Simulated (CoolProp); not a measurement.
n-perfluorobutane along the isobar 100 bar: fugacity coefficient from the reference equation and from simpler models built on Tc = 386.3 K, pc = 23.22 bar, ω = 0.372; each cubic takes its own stable root.

Model: reference Helmholtz-energy equation of state, Gao 2022, in CoolProp.

```tsv
T (K)	phase	reference	van der Waals	Redlich-Kwong	Soave-Redlich-Kwong	Peng-Robinson
228.5	liquid	0.002455	0.05183	0.008658	0.002583	0.002459
237.8	liquid	0.004139	0.06209	0.01274	0.004314	0.004071
247	liquid	0.006599	0.07321	0.01798	0.006837	0.006404
256.3	liquid	0.01011	0.08540	0.02463	0.01044	0.009717
265.5	liquid	0.01484	0.09834	0.03267	0.01529	0.01416
274.8	liquid	0.02111	0.1123	0.04236	0.02174	0.02005
284.1	liquid	0.02911	0.1270	0.05368	0.03000	0.02758
293.3	liquid	0.03891	0.1423	0.06649	0.04016	0.03683
302.6	liquid	0.05090	0.1584	0.08106	0.05264	0.04819
311.8	liquid	0.06493	0.1749	0.09704	0.06732	0.06153
321.1	liquid	0.08138	0.1922	0.1147	0.08461	0.07724
330.4	liquid	0.1001	0.2099	0.1338	0.1044	0.09523
339.6	liquid	0.1209	0.2279	0.1539	0.1264	0.1153
348.9	liquid	0.1441	0.2463	0.1755	0.1511	0.1377
358.2	liquid	0.1694	0.2651	0.1980	0.1780	0.1623
367.4	liquid	0.1962	0.2839	0.2212	0.2066	0.1884
```
